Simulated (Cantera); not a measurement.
## Stirred combustor or abatement burner

A perfectly stirred reactor is fed with 19.6 % H2, 16.9 % O2, 63.5 % N2, at 1.00 bar; it is adiabatic with a 650 K inlet, and is followed from long to short residence time, starting on the burning branch (τ in s: 0.35, 0.14, 0.053, 0.021, 0.0082, 0.0032, 0.0013, 0.00049, 0.00019, 7.6e-05).

Model: the H2/O2 subset of GRI-Mech 3.0, which has no nitrogen chemistry, integrated in Cantera.

| τ (s) | T (K) | x H2 | x O2 | x H2O | x OH | x HO2 | x H | x H2O2 |
|---|---|---|---|---|---|---|---|---|
| 0.35 | 2083 | 0.000448 | 0.0777 | 0.215 | 0.00360 | 2.76e-6 | 6.47e-5 | 1.46e-7 |
| 0.14 | 2081 | 0.000503 | 0.0777 | 0.215 | 0.00378 | 2.80e-6 | 7.58e-5 | 1.47e-7 |
| 0.053 | 2078 | 0.000644 | 0.0776 | 0.214 | 0.00421 | 2.95e-6 | 0.000108 | 1.52e-7 |
| 0.021 | 2070 | 0.000953 | 0.0774 | 0.213 | 0.00502 | 3.36e-6 | 0.000192 | 1.66e-7 |
| 0.0082 | 2055 | 0.00160 | 0.0771 | 0.212 | 0.00635 | 4.41e-6 | 0.000419 | 2.01e-7 |
| 0.0032 | 2029 | 0.00281 | 0.0768 | 0.209 | 0.00814 | 6.65e-6 | 0.000998 | 2.66e-7 |
| 0.0013 | 1986 | 0.00476 | 0.0765 | 0.205 | 0.0100 | 1.05e-5 | 0.00229 | 3.67e-7 |
| 0.00049 | 1913 | 0.00798 | 0.0767 | 0.198 | 0.0118 | 1.74e-5 | 0.00530 | 5.54e-7 |
| 0.00019 | 1808 | 0.0122 | 0.0778 | 0.189 | 0.0126 | 2.70e-5 | 0.0108 | 9.24e-7 |
| 7.6e-5 | 1672 | 0.0177 | 0.0804 | 0.177 | 0.0118 | 3.88e-5 | 0.0192 | 1.77e-6 |
x: mole fraction; the columns are a selection and need not sum to one.
